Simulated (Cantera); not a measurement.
An adiabatic, constant-pressure homogeneous reactor starts with CH3OH : O2 : N2 = 1 : 3.06 : 11.5 (molar parts), at 1750 K and 1000000 Pa. Integrator tolerance rtol = 1e-08.

Model: GRI-Mech 3.0 (53 species, 325 reactions), integrated in Cantera. GRI-Mech 3.0 was tuned for natural gas; its chemistry of methanol as a main component is partial and can be far from experiment.

Q: What does this change do: initial temperature 1750 to 1225 K?

A: 
```tsv
quantity	before	after
time of steepest temperature rise	6.15 µs	1.17 ms
temperature at 4.00 s	2652 K	2265 K
equilibrium temperature	2652 K	2265 K
x(CH3OH) at 4.00 s	<1e-12 (gas-phase equilibrium <1e-12)	<1e-12 (gas-phase equilibrium <1e-12)
x(O2) at 4.00 s	0.0865 (gas-phase equilibrium 0.0865)	0.0918 (gas-phase equilibrium 0.0918)
x(C2H) at 4.00 s	<1e-12 (gas-phase equilibrium <1e-12)	<1e-12 (gas-phase equilibrium <1e-12)
x(OH) at 4.00 s	0.0110 (gas-phase equilibrium 0.0110)	0.00326 (gas-phase equilibrium 0.00326)
x(CH2CO) at 4.00 s	<1e-12 (gas-phase equilibrium <1e-12)	<1e-12 (gas-phase equilibrium <1e-12)
x(CH4) at 4.00 s	<1e-12 (gas-phase equilibrium <1e-12)	<1e-12 (gas-phase equilibrium <1e-12)
x(O) at 4.00 s	0.00275 (gas-phase equilibrium 0.00275)	0.000389 (gas-phase equilibrium 0.000389)
```

Q: What does this change do: N2 11.5 to 20 parts?

A: 
```tsv
quantity	before	after
time of steepest temperature rise	6.15 µs	7.75 µs
temperature at 4.00 s	2652 K	2409 K
equilibrium temperature	2652 K	2409 K
x(CH3OH) at 4.00 s	<1e-12 (gas-phase equilibrium <1e-12)	<1e-12 (gas-phase equilibrium <1e-12)
x(O2) at 4.00 s	0.0865 (gas-phase equilibrium 0.0865)	0.0577 (gas-phase equilibrium 0.0577)
x(C2H) at 4.00 s	<1e-12 (gas-phase equilibrium <1e-12)	<1e-12 (gas-phase equilibrium <1e-12)
x(OH) at 4.00 s	0.0110 (gas-phase equilibrium 0.0110)	0.00391 (gas-phase equilibrium 0.00391)
x(CH2CO) at 4.00 s	<1e-12 (gas-phase equilibrium <1e-12)	<1e-12 (gas-phase equilibrium <1e-12)
x(CH4) at 4.00 s	<1e-12 (gas-phase equilibrium <1e-12)	<1e-12 (gas-phase equilibrium <1e-12)
x(O) at 4.00 s	0.00275 (gas-phase equilibrium 0.00275)	0.000697 (gas-phase equilibrium 0.000697)
```
